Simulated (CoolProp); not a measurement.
Vapour-liquid equilibrium of cyclohexane (1) + toluene (2) at 8.59 bar; x and y are mole fractions of (1).

Model: multi-fluid Helmholtz-energy mixture model, Zhou 2014 and Lemmon 2006; pair parameters Bell 2016, in CoolProp.

Q: Give the bubble temperature and the first vapour's composition at x = 0.05, 0.575, 0.65. Is there an azeotrope?

A: x = 0.05: 204.9 °C, y = 0.087; x = 0.575: 183.4 °C, y = 0.686; x = 0.65: 181.3 °C, y = 0.745. No azeotrope shows between x = 0.05 and 0.95.

Pair parameters are fitted to limited data, so mixtures are less certain than the pure fluids.
